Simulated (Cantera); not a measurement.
A perfectly stirred reactor is fed with CO : O2 : H2O : N2 = 0.0065 : 0.021 : 0.00023 : 1 (molar parts), at 1.00 bar; it is held at 1273 K, and followed from long to short residence time.

Detailed kinetics in Cantera: GRI-Mech 3.0 (53 species, 325 reactions).

**Question.** What does this change do: 0.0013 parts CH4 added?

**Answer.** 
| quantity | before | after |
|---|---|---|
| x(CO) at τ = 18.0 s | 4.54e-5 | 2.04e-5 |
| x(O2) at τ = 18.0 s | 0.0173 | 0.0148 |
| x(H2O) at τ = 18.0 s | 0.000223 | 0.00275 |
| x(HO2) at τ = 18.0 s | 1.08e-7 | 1.19e-7 |
| x(CO2) at τ = 18.0 s | 0.00630 | 0.00758 |
| x(CO) at τ = 0.320 s | 0.000678 | 0.000317 |
| x(O2) at τ = 0.320 s | 0.0176 | 0.0149 |
| x(H2O) at τ = 0.320 s | 0.000218 | 0.00273 |
| x(HO2) at τ = 0.320 s | 5.88e-7 | 1.01e-6 |
| x(CO2) at τ = 0.320 s | 0.00566 | 0.00728 |
